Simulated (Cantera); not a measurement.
A perfectly stirred reactor is fed with CH4 : C2H6 : O2 : N2 = 1 : 0.31 : 2.8 : 10.5 (molar parts), equivalence ratio 1.1, at 500000 Pa; it is adiabatic with a 725 K inlet, and is followed from long to short residence time, starting on the burning branch (τ in s: 0.049, 0.021, 0.0089, 0.0037, 0.0016, 0.00067, 0.00028, 0.00012, 5.1e-05, 2.2e-05, 9.1e-06).

Detailed kinetics in Cantera: GRI-Mech 3.0 (53 species, 325 reactions).

**Question.** What does this change do: N2 10.5 to 8.1 parts?

**Answer.** 
```
quantity                                                                      before                                   after
------------------------------------------------  ----------------------------------  --------------------------------------
blow-out, bracketed by the residence times tried  burning at 22.0 µs, out at 9.10 µs  burning at 9.10 µs, the shortest tried
x(CH4) at τ = 49.0 ms                                                        1.09e-6                                 3.81e-7
x(C2H6) at τ = 49.0 ms                                                       2.01e-8                                 1.03e-8
x(O2) at τ = 49.0 ms                                                         0.00165                                 0.00488
x(CH2CO) at τ = 49.0 ms                                                      9.30e-9                                 4.06e-9
x(HO2) at τ = 49.0 ms                                                        7.73e-7                                 2.76e-6
x(CH4) at τ = 0.670 ms                                                       3.51e-5                                 2.13e-5
x(C2H6) at τ = 0.670 ms                                                      1.33e-6                                 7.39e-7
x(O2) at τ = 0.670 ms                                                        0.00493                                 0.00729
x(CH2CO) at τ = 0.670 ms                                                     6.38e-7                                 3.16e-7
x(HO2) at τ = 0.670 ms                                                       2.73e-6                                 4.10e-6
```

**Question.** What does this change do: CH4 1 to 1.4 parts?

**Answer.** 
| quantity | before | after |
|---|---|---|
| blow-out, bracketed by the residence times tried | burning at 22.0 µs, out at 9.10 µs | burning at 51.0 µs, out at 22.0 µs |
| x(CH4) at τ = 49.0 ms | 1.09e-6 | 2.71e-5 |
| x(C2H6) at τ = 49.0 ms | 2.01e-8 | 4.91e-8 |
| x(O2) at τ = 49.0 ms | 0.00165 | 4.25e-5 |
| x(CH2CO) at τ = 49.0 ms | 9.30e-9 | 8.06e-8 |
| x(HO2) at τ = 49.0 ms | 7.73e-7 | 2.37e-8 |
| x(CH4) at τ = 0.670 ms | 3.51e-5 | 0.000378 |
| x(C2H6) at τ = 0.670 ms | 1.33e-6 | 3.00e-6 |
| x(O2) at τ = 0.670 ms | 0.00493 | 0.00103 |
| x(CH2CO) at τ = 0.670 ms | 6.38e-7 | 3.59e-6 |
| x(HO2) at τ = 0.670 ms | 2.73e-6 | 6.26e-7 |
